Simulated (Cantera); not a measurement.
An isothermal, constant-pressure homogeneous reactor starts with 24.4 % CH4, 75.6 % H2O, at 2100 K and 35000 Pa.

Computed with Cantera and GRI-Mech 3.0 (53 species, 325 reactions).

x: mole fraction; the columns are a selection and need not sum to one.

| t (s) | x CH4 | x H2O | x CH2 | x CO2 | x CH2CO | x CH2O |
|---|---|---|---|---|---|---|
| 2.00e-6 | 0.242 | 0.755 | 9.46e-7 | <1e-12 | <1e-12 | 5.03e-7 |
| 9.28e-6 | 0.234 | 0.752 | 1.58e-5 | 1.29e-9 | (withheld) | 3.47e-5 |
| 4.31e-5 | 0.164 | 0.718 | 9.63e-5 | 1.07e-5 | (withheld) | 0.000501 |
| 0.000200 | 0.0444 | 0.610 | 5.40e-5 | 0.000803 | (withheld) | 0.000136 |
| 0.000928 | 0.0115 | 0.516 | 2.56e-5 | 0.00846 | (withheld) | 3.51e-5 |
| 0.00431 | 0.00600 | 0.389 | 9.60e-6 | 0.0182 | (withheld) | 9.68e-6 |
| 0.0200 | 0.000267 | 0.326 | 3.35e-7 | 0.0188 | (withheld) | 3.09e-7 |
| 0.0928 | 1.58e-10 | 0.325 | <1e-12 | 0.0188 | <1e-12 | 1.04e-8 |
| 0.431 | 1.58e-10 | 0.325 | <1e-12 | 0.0188 | <1e-12 | 1.04e-8 |
| 2.00 | 1.58e-10 | 0.325 | <1e-12 | 0.0188 | <1e-12 | 1.04e-8 |

Fill in the missing entries.


- 9.28e-6, x CH2CO: 4.91e-9
- 4.31e-5, x CH2CO: 2.38e-5
- 0.000200, x CH2CO: 0.000295
- 0.000928, x CH2CO: 0.000228
- 0.00431, x CH2CO: 5.43e-5
- 0.0200, x CH2CO: 5.05e-7
